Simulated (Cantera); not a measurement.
Charge: 1 mol Cu, 8 mol F2, 17 mol N2, equilibrated at 723.15 K.

Method: chemical equilibrium by Gibbs-energy minimisation in Cantera with the NASA 1993 tables (ideal gas, pure condensed phases). Candidate condensed phases: Cu, CuF2; 11 gas species. Rates play no part.

log p: log10 of the partial pressure in bar; n: condensed amount in mol.

| P (Pa) | log p N2 | log p F | log p F2 | log p NF3 | log p CuF2 | log p NF2 | n CuF2(s) |
|---|---|---|---|---|---|---|---|
| 1 | -5.21 | -5.59 | -5.90 | -9.23 | -10.08 | -13.58 | 1.000 |
| 6.80 | … | … | … | … | -10.08 | … | 1.000 |
| 46 | -3.50 | -4.62 | -3.94 | -5.45 | -10.08 | -10.77 | 1.000 |
| 320 | … | … | … | … | -10.08 | … | 1.000 |
| 2200 | -1.79 | -3.93 | -2.56 | -2.53 | -10.08 | -8.53 | 1.00 |
| 15000 | -0.95 | -3.73 | -2.17 | -1.52 | -10.08 | -7.72 | 1.00 |
| 100000 | -0.12 | -3.58 | -1.86 | -0.64 | -10.08 | -7.00 | 1.00 |

Question: Complete the blanks.

Answer: 
- 320, log p N2: -2.64
- 320, log p F: -4.22
- 320, log p F2: -3.15
- 320, log p NF3: -3.83
- 320, log p NF2: -9.54
- 6.80, log p N2: -4.35
- 6.80, log p F: -5.07
- 6.80, log p F2: -4.85
- 6.80, log p NF3: -7.23
- 6.80, log p NF2: -12.09
